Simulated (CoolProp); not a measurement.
Computed with CoolProp (reference Helmholtz-energy equation of state, Lemmon 2006). It is a short technical equation, of lower accuracy than the large ones.

Problem. For acetone, give the phase and the cv (kJ/(kg K)), isothermal compressibility (1/MPa) at 83.45 °C and 3480 kPa.

Solution. 
- 83.45 °C and 3480 kPa: liquid; cv 1.66, isothermal compressibility 0.00223
